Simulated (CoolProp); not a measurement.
A single-stage vapour-compression cycle with methanol: evaporating at 324.15 K (dew point), condensing at 361.15 K (bubble point), superheat 8 K, subcooling 5 K, compressor efficiency 0.7, no pressure losses. Each further row changes one setting.

Model: reference Helmholtz-energy equation of state, de Reuck 1993, in CoolProp.

```
case                              cooling COP  pressure ratio  discharge temperature (K)  refrigerating effect (kJ/kg)  volumetric capacity (kJ/m³)
--------------------------------  -----------  --------------  -------------------------  ----------------------------  ---------------------------
as stated                                5.57            4.11                      447.3                          1060                          735
evaporating temperature 329.15 K         6.64      (withheld)                      434.0                          1070                          902
condensing temperature 356.15 K          6.53      (withheld)                      432.3                          1080                          745
subcooling 10 K                    (withheld)            4.11                      447.3                          1070                          745
superheat 18 K                     (withheld)            4.11                      463.0                          1080                   (withheld)
compressor efficiency 0.6                4.78            4.11                      464.6                          1060                          735
```

Problem. Complete the blanks.

Solution. 
- evaporating temperature 329.15 K, pressure ratio: 3.33
- condensing temperature 356.15 K, pressure ratio: 3.46
- subcooling 10 K, cooling COP: 5.65
- superheat 18 K, cooling COP: 5.46
- superheat 18 K, volumetric capacity (kJ/m³): 722
